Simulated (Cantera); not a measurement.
Feed: 1 mol C2H5OH, 0.012 mol NH3, held at 10500 Torr.

Equilibrium computed with Cantera from the NASA thermochemical tables; the gas is ideal and each condensed phase is pure. Candidate condensed phases: C, C6H6, C7H8, C8H18, H2O; 169 gas species. Ions and electrons are included (thermal ionisation). Rates play no part.

### Question
At 2500 K, list the 4 most abundant gas species with their mole fractions, and the condensed phases.

### Answer
H2 0.734, CO 0.248, C2H2 (acetylene) 0.00794, H 0.00576. Condensed: C(graphite).
